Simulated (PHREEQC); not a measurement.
A made-up water analysis in mg/kgw, 20 °C, pH 8.26, pe -1.9:

```csv
constituent,mg/kgw
Na,3030
K,921
Ca,162
Mg,256
Cl,6550
S(6) as SO4,146
Alkalinity as HCO3,35.4
F,0.794
```

Cl is adjusted to close the charge balance.
Valence states are taken as typed.

Equilibrium calculation in PHREEQC: ion-association model, wateq4f.dat.

```
Item                      Result
-----------------  -------------
ionic strength     0.199 mol/kgw
activity of water          0.994
```

| species | molality | activity | log γ |
|---|---|---|---|
| Cl- | 0.181 | 0.129 | -0.146 |
| Na+ | 0.132 | 0.0981 | -0.127 |
| K+ | 0.0235 | 0.0168 | -0.146 |
| Mg+2 | 0.0103 | 0.00356 | -0.460 |
| Ca+2 | 0.00396 | 0.00129 | -0.488 |
| SO4-2 | 0.00101 | 0.000298 | -0.529 |
| HCO3- | 0.000476 | 0.000356 | -0.126 |
| MgSO4 | 0.000209 | 0.000218 | 0.020 |
| NaSO4- | 0.000190 | 0.000142 | -0.126 |
| CaSO4 | 6.97e-5 | 7.29e-5 | 0.020 |
| KSO4- | 4.30e-5 | 3.22e-5 | -0.126 |
| F- | 3.33e-5 | 2.36e-5 | -0.149 |
| MgHCO3+ | 2.02e-5 | 1.45e-5 | -0.142 |

This is a speciation only: nothing precipitates in the calculation.
